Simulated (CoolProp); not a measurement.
A Linde-Hampson liquefier for nitrogen: isothermal reversible compression at 200 K from 1 atm to 20 MPa, throttling to 1 atm, return gas leaving the recuperator 2 K below the feed. Each further row changes one setting.

Values from CoolProp's reference Helmholtz-energy equation of state, Span 2000.

```csv
case,liquid yield per pass,compression work (kJ/kg of gas)
as stated,[?],296
high pressure 40 MPa,[?],[?]
warm-end temperature 230 K,[?],[?]
warm-end gap 7 K,[?],296
```

Q: Some entries are withheld; supply them.

A: 
- as stated, liquid yield per pass: 0.229
- high pressure 40 MPa, liquid yield per pass: 0.252
- high pressure 40 MPa, compression work (kJ/kg of gas): 340
- warm-end temperature 230 K, liquid yield per pass: 0.156
- warm-end temperature 230 K, compression work (kJ/kg of gas): 351
- warm-end gap 7 K, liquid yield per pass: 0.216
